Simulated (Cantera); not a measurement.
Input: 1 mol C2H4, 0.36 mol NH3, 7.2 mol N2, 0.25 mol CO2, at 1927 °C and 14.0 bar.

These are equilibrium values from Cantera (NASA tables, ideal gas, pure condensed phases), not measurements of a reactor. Candidate condensed phases: C, C6H6, C7H8, C8H18, H2O; 136 gas species. Kinetics and transport are ignored.

Base state: N2 0.702, H2 0.236, CO 0.0480, HCN 0.0123, HNC 0.000968, H 0.000731, C2H2 (acetylene) 0.000604, CH4 0.000204 (mole fractions); condensed: C(graphite).

Problem. What changes in the equilibrium state with this change: temperature from 1927 °C to 2502 °C?

Solution. 
```csv
species,before,after
N2,0.702,0.677
H2,0.236,0.203
HCN,0.0123,0.0487
CO,0.0480,0.0478
C2H,6.49e-8,3.35e-5
CN,1.35e-6,0.000177
C4H2,6.30e-7,7.96e-5
C2H2 (vinylidene),1.48e-7,1.12e-5
"C(graphite), mol",1.60,1.02
```

Problem. What changes in the equilibrium state with this change: 1 mol O2 added?

Solution. 
| species | before | after |
|---|---|---|
| N2 | 0.702 | 0.606 |
| H2 | 0.236 | 0.191 |
| CO | 0.0480 | 0.182 |
| H2O | 9.03e-6 | 0.0174 |
| HCN | 0.0123 | 1.63e-5 |
| C2H2 (acetylene) | 0.000604 | 1.24e-9 |
| CO2 | 3.48e-7 | 0.00314 |
| CH4 | 0.000204 | 2.13e-7 |
| CH3 | 1.21e-5 | 1.41e-8 |
| HNC | 0.000968 | 1.29e-6 |
| C(graphite), mol | 1.60 | 0 |
